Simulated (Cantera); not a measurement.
Input (Python, Cantera) and output of one run.

```python
import numpy as np
import cantera as ct

gas_names = """
    CL CL2 H HCL H2 Si SiCL SiCL2 SiCL3 SiCL4 SiH SiHCL3 SiH2 SiH2CL2 SiH3 SiH3CL SiH4 Si2 Si3
""".split()
cond_names = """
    Si(cr) Si(L)
""".split()


# ... load() reads the species with a 1 bar reference pressure and builds the phases ...
atoms = {
    'Si': {'Si': 1},
    'HCl': {'H': 1, 'CL': 1},
    'H2': {'H': 2},
}
top_T = {}  # K; cautious upper limits of use, not melting points


# ... equilibrate(T, P, feed) seeds the gas with the atoms and calls Mixture.equilibrate('TP', solver="vcs", rtol=1e-11, max_steps=5000) ...
results = []
feed = {'Si': 1, 'HCl': 5.3, 'H2': 34}  # mol
P = 1000  # Pa
for T in [798, 848, 898, 948, 998, 1048, 1098, 1148, 1198, 1248, 1298]:
    mix = equilibrate(T, P, feed)
    results.append((T, P, feed, dict(zip(mix.species_names, mix.species_moles))))

top = {s: max(r[3][s] / sum(r[3][g] for g in gas_names) for r in results) for s in gas_names}
cols = sorted((s for s in top if top[s] > 1e-05), key=lambda s: -top[s])[:7]
seen = [c for c in cond_names if any(r[3].get(c, 0) > 1e-12 for r in results)]
print("log10 of partial pressures in bar; condensed amounts in mol")
print(f"{'T/K':>10s}" + "".join(f"{s[:9]:>10s}" for s in cols + seen))
for T, P, feed, n in results:
    ng = sum(n[g] for g in gas_names)
    print(f"{T:10.4g}" + "".join(f"{np.log10(max(n[s] / ng * P / 1e5, 1e-99)):10.3f}" for s in cols)
          + "".join(f"{n.get(c, 0):10.4g}" for c in seen))
```

Result:

```
log10 of partial pressures in bar; condensed amounts in mol
       T/K        H2       HCL     SiCL4     SiCL2    SiHCL3     SiCL3   SiH2CL2    Si(cr)
       798    -2.027    -3.461    -3.594    -9.108    -5.214    -7.378    -7.929         0
       848    -2.027    -3.455    -3.602    -7.966    -4.964    -6.713    -7.384         0
       898    -2.028    -3.446    -3.615    -6.967    -4.753    -6.134    -6.914         0
       948    -2.028    -3.431    -3.636    -6.097    -4.579    -5.631    -6.517         0
       998    -2.029    -3.408    -3.669    -5.353    -4.450    -5.206    -6.199         0
      1048    -2.031    -3.366    -3.728    -4.753    -4.384    -4.872    -5.983         0
      1098    -2.034    -3.301    -3.832    -4.313    -4.402    -4.646    -5.894         0
      1148    -2.039    -3.214    -4.000    -4.047    -4.523    -4.545    -5.949   0.03446
      1198    -2.044    -3.144    -4.245    -3.873    -4.714    -4.532    -6.068   0.06345
      1248    -2.047    -3.104    -4.563    -3.760    -4.960    -4.591    -6.224   0.06871
      1298    -2.049    -3.084    -4.932    -3.694    -5.242    -4.702    -6.404    0.0603
```

Equilibrium computed with Cantera from the NASA thermochemical tables; the gas is ideal and each condensed phase is pure. The tables' values for SiCl3 are old estimates; treat these amounts as uncertain.
